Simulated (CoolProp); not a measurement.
Vapour-liquid equilibrium of ethylene (1) + n-butane (2) at -57.95 °C; x and y are mole fractions of (1).

Values from CoolProp's multi-fluid Helmholtz-energy mixture model, Smukala 2000 and Bücker 2006; pair parameters Bell 2016.

```json
[
 {"x": "0.05", "bubble pressure, mixture model (bar)": "0.5894", "bubble pressure, Raoult's law (bar)": "0.4601", "y, mixture model": "0.904", "y, Raoult's law": "0.881"},
 {"x": "0.15", "bubble pressure, mixture model (bar)": "1.381", "bubble pressure, Raoult's law (bar)": "1.265", "y, mixture model": "0.961", "y, Raoult's law": "0.961"},
 {"x": "0.25", "bubble pressure, mixture model (bar)": "2.014", "bubble pressure, Raoult's law (bar)": "2.071", "y, mixture model": "0.975", "y, Raoult's law": "0.979"},
 {"x": "0.35", "bubble pressure, mixture model (bar)": "2.623", "bubble pressure, Raoult's law (bar)": "2.876", "y, mixture model": "0.982", "y, Raoult's law": "0.987"},
 {"x": "0.45", "bubble pressure, mixture model (bar)": "3.276", "bubble pressure, Raoult's law (bar)": "3.681", "y, mixture model": "0.987", "y, Raoult's law": "0.991"},
 {"x": "0.55", "bubble pressure, mixture model (bar)": "4.007", "bubble pressure, Raoult's law (bar)": "4.487", "y, mixture model": "0.991", "y, Raoult's law": "0.994"},
 {"x": "0.65", "bubble pressure, mixture model (bar)": "4.828", "bubble pressure, Raoult's law (bar)": "5.292", "y, mixture model": "0.994", "y, Raoult's law": "0.996"},
 {"x": "0.75", "bubble pressure, mixture model (bar)": "5.727", "bubble pressure, Raoult's law (bar)": "6.097", "y, mixture model": "0.996", "y, Raoult's law": "0.998"},
 {"x": "0.85", "bubble pressure, mixture model (bar)": "6.673", "bubble pressure, Raoult's law (bar)": "6.902", "y, mixture model": "0.998", "y, Raoult's law": "0.999"},
 {"x": "0.95", "bubble pressure, mixture model (bar)": "7.631", "bubble pressure, Raoult's law (bar)": "7.708", "y, mixture model": "0.999", "y, Raoult's law": "1.000"}
]
```

The largest gap from Raoult's law is +28.1 % in bubble pressure, at x = 0.05. No azeotrope shows between x = 0.05 and 0.95.

The pair parameters rest on a limited set of measurements; away from them the model extrapolates. The gap from Raoult's law changes sign with composition, which may be real or a fault of the pair parameters; it wasn't checked against measurements.
